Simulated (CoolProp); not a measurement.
Vinyl chloride along the isotherm 156.85 °C: density (kg/m³) from the reference equation and from simpler models built on Tc = 151.9 °C, pc = 5.600 MPa, ω = 0.160; each cubic takes its own stable root.

Computed with CoolProp (reference Helmholtz-energy equation of state, Thol 2022).

| p (MPa) | phase | reference |
|---|---|---|
| 1.56 | gas | 30.09 |
| 3.11 | gas | 68.61 |
| 4.67 | gas | 128.3 |
| 6.22 | supercritical | 437.9 |
| 7.78 | supercritical | 560.0 |
| 9.33 | supercritical | 599.1 |
| 10.9 | supercritical | 625.0 |
| 12.4 | supercritical | 643.9 |
| 14 | supercritical | 660.2 |

Question: How far does each simpler model (ideal gas, van der Waals, Redlich-Kwong, Soave-Redlich-Kwong, Peng-Robinson) lie from the reference over these 9 states: mean and median of the absolute difference, and the worst?

Answer: 
- ideal gas: mean 54.3 %, median 66.3 %, worst -75.7 % at 156.85 °C and 7.78 MPa
- van der Waals: mean 18.8 %, median 27.5 %, worst -28.1 % at 156.85 °C and 7.78 MPa
- Redlich-Kwong: mean 8.9 %, median 11.6 %, worst -15.4 % at 156.85 °C and 7.78 MPa
- Soave-Redlich-Kwong: mean 9.4 %, median 11.8 %, worst -17.5 % at 156.85 °C and 6.22 MPa
- Peng-Robinson: mean 4.2 %, median 3.4 %, worst -10.6 % at 156.85 °C and 6.22 MPa
